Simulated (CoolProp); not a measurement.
Vapour-liquid equilibrium of R22 (1) + R115 (2) at 261.1 K; x and y are mole fractions of (1).

Model: multi-fluid Helmholtz-energy mixture model, Kamei 1995 and Lemmon 2016; pair parameters Bell 2016, in CoolProp.

### Question
Give the bubble pressure and the first vapour's composition at x = 0.05, 0.15, 0.35. Is there an azeotrope?

### Answer
x = 0.05: 319.7 kPa, y = 0.111; x = 0.15: 349.6 kPa, y = 0.248; x = 0.35: 374.4 kPa, y = 0.404. y crosses x between x = 0.45 and 0.55: the model has an azeotrope there.

The pair parameters rest on a limited set of measurements; away from them the model extrapolates.
